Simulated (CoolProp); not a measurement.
Saturated liquid density (kg/m³) of 1,2-dichloroethane: the reference equation beside estimates from Tc = 288.4 °C, pc = 52.26 bar, ω = 0.269.

Computed with CoolProp (reference Helmholtz-energy equation of state, Thol 2015).

```json
[
 {"T (°C)": "31.35", "reference": "1236", "van der Waals": "(withheld)", "Redlich-Kwong": "1049", "Soave-Redlich-Kwong": "1077"},
 {"T (°C)": "35.05", "reference": "1231", "van der Waals": "705.7", "Redlich-Kwong": "1044", "Soave-Redlich-Kwong": "1073"},
 {"T (°C)": "38.75", "reference": "1225", "van der Waals": "702.8", "Redlich-Kwong": "1039", "Soave-Redlich-Kwong": "(withheld)"},
 {"T (°C)": "42.45", "reference": "(withheld)", "van der Waals": "700.0", "Redlich-Kwong": "1034", "Soave-Redlich-Kwong": "(withheld)"},
 {"T (°C)": "46.15", "reference": "1214", "van der Waals": "697.0", "Redlich-Kwong": "1029", "Soave-Redlich-Kwong": "1060"},
 {"T (°C)": "49.85", "reference": "(withheld)", "van der Waals": "694.1", "Redlich-Kwong": "(withheld)", "Soave-Redlich-Kwong": "1055"},
 {"T (°C)": "53.55", "reference": "1203", "van der Waals": "691.1", "Redlich-Kwong": "(withheld)", "Soave-Redlich-Kwong": "1051"},
 {"T (°C)": "57.25", "reference": "1198", "van der Waals": "688.1", "Redlich-Kwong": "1014", "Soave-Redlich-Kwong": "1046"},
 {"T (°C)": "60.95", "reference": "1192", "van der Waals": "685.1", "Redlich-Kwong": "1009", "Soave-Redlich-Kwong": "1041"},
 {"T (°C)": "64.65", "reference": "1186", "van der Waals": "682.0", "Redlich-Kwong": "1004", "Soave-Redlich-Kwong": "1037"},
 {"T (°C)": "68.35", "reference": "1181", "van der Waals": "679.0", "Redlich-Kwong": "998.5", "Soave-Redlich-Kwong": "1032"},
 {"T (°C)": "72.05", "reference": "1175", "van der Waals": "675.8", "Redlich-Kwong": "993.1", "Soave-Redlich-Kwong": "1027"},
 {"T (°C)": "75.75", "reference": "1169", "van der Waals": "672.7", "Redlich-Kwong": "987.6", "Soave-Redlich-Kwong": "1022"},
 {"T (°C)": "79.45", "reference": "1163", "van der Waals": "669.5", "Redlich-Kwong": "982.1", "Soave-Redlich-Kwong": "(withheld)"}
]
```

### Question
Fill in the missing entries.

### Answer

- 31.35, van der Waals: 708.5
- 38.75, Soave-Redlich-Kwong: 1068
- 42.45, reference: 1220
- 42.45, Soave-Redlich-Kwong: 1064
- 49.85, reference: 1209
- 49.85, Redlich-Kwong: 1024
- 53.55, Redlich-Kwong: 1019
- 79.45, Soave-Redlich-Kwong: 1017

Absolute difference from the reference over all 14 rows, mean and median: van der Waals 42.6 and 42.6 %, Redlich-Kwong 15.3 and 15.3 %, Soave-Redlich-Kwong 12.7 and 12.7 %.
